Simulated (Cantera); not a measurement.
Standard-state values (1 bar) from the NASA 1993 polynomials, evaluated with Cantera. Values are per mole of reaction as written; species without (g) are pure solids or liquids, kept so even where they would boil at 1 bar.

2 S + Fe = FeS2, with ΔH° = -171.6 kJ and ΔS° = -38.6 J/K at 300 K.

**Question.** How far is the shortcut ΔG° ≈ ΔH°(300 K) − T·ΔS°(300 K) from the full temperature-dependent value at 450, 500, 550, 600, 650, 700 K?

**Answer.** 
```json
[
 {"T (K)": "450", "shortcut (kJ)": "-154.2", "full (kJ)": "-153.1", "difference (kJ)": "-1.1", "difference in log10 K": "0.13", "condensed phases": "S(l), Fe(α), FeS2(s)"},
 {"T (K)": "500", "shortcut (kJ)": "-152.3", "full (kJ)": "-150.2", "difference (kJ)": "-2.1", "difference in log10 K": "0.22", "condensed phases": "S(l), Fe(α), FeS2(s)"},
 {"T (K)": "550", "shortcut (kJ)": "-150.3", "full (kJ)": "-147.0", "difference (kJ)": "-3.3", "difference in log10 K": "0.31", "condensed phases": "S(l), Fe(α), FeS2(s)"},
 {"T (K)": "600", "shortcut (kJ)": "-148.4", "full (kJ)": "-143.8", "difference (kJ)": "-4.7", "difference in log10 K": "0.41", "condensed phases": "S(l), Fe(α), FeS2(s)"},
 {"T (K)": "650", "shortcut (kJ)": "-146.5", "full (kJ)": "-140.3", "difference (kJ)": "-6.1", "difference in log10 K": "0.49", "condensed phases": "S(l), Fe(α), FeS2(s)"},
 {"T (K)": "700", "shortcut (kJ)": "-144.6", "full (kJ)": "-136.8", "difference (kJ)": "-7.7", "difference in log10 K": "0.57", "condensed phases": "S(l), Fe(α), FeS2(s)"}
]
```
The shortcut ignores heat capacities and the phase changes listed.
